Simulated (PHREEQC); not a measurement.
## Ultrapure water in contact with air or piping: an equilibrium model

A made-up water analysis in mg/L, 15 °C, pH 6.66, pe 8.7:

```
constituent             mg/L
------------------  --------
Na                    0.0284
K                   0.000324
Ca                   0.00906
Mg                   0.00328
Cl                    0.0198
S(6) as SO4           0.0136
Alkalinity as HCO3    0.0694
F                   8.58e-06
Ni                  0.000216
Pb                   0.00232
Ba                   0.00408
B                   3.62e-06
```

Valence states are taken as typed.

The numbers come from PHREEQC with the ion-association model, wateq4f.dat.

No solid was allowed to form.

Problem. What charge-balance error does the model give?

Solution. charge-balance error 1.7 %.

Problem. In which forms is Pb present?

Solution. Pb+2 91 %, PbOH+ 8.1 % of the Pb.

Real BF4- forms and hydrolyses slowly; the run takes it at equilibrium.
